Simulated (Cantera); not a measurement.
A freely propagating, adiabatic, planar premixed flame of H2 : O2 : N2 = 1 : 0.312 : 1.17 (molar parts), equivalence ratio 1.6, unburnt at 450 K and 120 Torr; mixture-averaged transport, grid criteria slope 0.08 and curve 0.16, no radiation.

Detailed kinetics in Cantera: the H2/O2 subset of GRI-Mech 3.0, which has no nitrogen chemistry. Burning velocities carry a grid error of a few per cent, more on coarse grids.

Problem. How do the results move with these cheaper or finer settings: unity-Lewis-number transport; multicomponent transport; multicomponent+Soret transport; grid criteria slope 0.5, curve 1; grid criteria slope 0.25, curve 0.5; grid criteria slope 0.03, curve 0.06?

Solution. 
```csv
setting,laminar burning velocity,thermal thickness,peak x(OH),peak x(H),grid points
as above,450 cm/s,4.44 mm,0.00860,0.118,145
unity-Lewis-number transport,270 cm/s,3.59 mm,0.00836,0.120,132
multicomponent transport,438 cm/s,4.45 mm,0.00857,0.118,145
multicomponent+Soret transport,421 cm/s,4.36 mm,0.00857,0.116,145
"grid criteria slope 0.5, curve 1",510 cm/s,5.76 mm,0.00983,0.120,46
"grid criteria slope 0.25, curve 0.5",468 cm/s,4.89 mm,0.00891,0.119,77
"grid criteria slope 0.03, curve 0.06",445 cm/s,4.33 mm,0.00841,0.118,311
```
Unity Lewis numbers drop preferential diffusion, which matters most where H2 and H carry the flame; Soret adds thermal diffusion.
